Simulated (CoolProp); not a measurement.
Properties of n-perfluorohexane at several states.

The numbers come from the reference Helmholtz-energy equation of state, Gao 2022 in CoolProp.

```json
[
 {"T (°C)": "36.75", "p (MPa)": "0.0385", "phase": "gas", "cp (kJ/(kg K))": "…", "cv (kJ/(kg K))": "0.8104", "speed of sound (m/s)": "86.24", "isothermal compressibility (1/MPa)": "…", "expansivity (1/kK)": "3.563"},
 {"T (°C)": "135.45", "p (MPa)": "0.142", "phase": "gas", "cp (kJ/(kg K))": "0.9724", "cv (kJ/(kg K))": "…", "speed of sound (m/s)": "97.61", "isothermal compressibility (1/MPa)": "7.353", "expansivity (1/kK)": "…"},
 {"T (°C)": "107.05", "p (MPa)": "2.56", "phase": "liquid", "cp (kJ/(kg K))": "…", "cv (kJ/(kg K))": "0.9559", "speed of sound (m/s)": "…", "isothermal compressibility (1/MPa)": "…", "expansivity (1/kK)": "2.660"}
]
```

**Question.** Complete the blanks.

**Answer.** 
- 36.75, cp (kJ/(kg K)): 0.8387
- 36.75, isothermal compressibility (1/MPa): 26.76
- 135.45, cv (kJ/(kg K)): 0.9423
- 135.45, expansivity (1/kK): 2.827
- 107.05, cp (kJ/(kg K)): 1.169
- 107.05, speed of sound (m/s): 311.3
- 107.05, isothermal compressibility (1/MPa): 0.008843
